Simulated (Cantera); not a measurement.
Charge: 1 mol Zr, 6.7 mol NH₃, 3.3 mol N₂, equilibrated at 1698 K and 3.80e-6 bar.

These are equilibrium values from Cantera (NASA tables, ideal gas, pure condensed phases), not measurements of a reactor. Candidate condensed phases: Zr, ZrN; 11 gas species. ZrN: taken at fixed stoichiometry. The numbers say what is thermodynamically allowed, not how fast it happens.

Base state: H₂ 0.575, N₂ 0.369, H 0.0562 (mole fractions); condensed: ZrN(s).

Task: What changes in the equilibrium state with this change: temperature from 1698 K to 2098 K?

Result: 
```json
[
 {"species": "H", "before": "0.0562", "after": "0.592"},
 {"species": "N₂", "before": "0.369", "after": "0.267"},
 {"species": "H₂", "before": "0.575", "after": "0.141"},
 {"species": "Zr", "before": "<1e-9", "after": "0.000166"},
 {"species": "ZrN(s), mol", "before": "1.00", "after": "0.996"}
]
```

Task: What changes in the equilibrium state with this change: NH₃ from 6.7 to 0.14 mol?

Result: 
| species | before | after |
|---|---|---|
| N₂ | 0.369 | 0.923 |
| H₂ | 0.575 | 0.0586 |
| H | 0.0562 | 0.0180 |
| ZrN(s), mol | 1.00 | 1.00 |
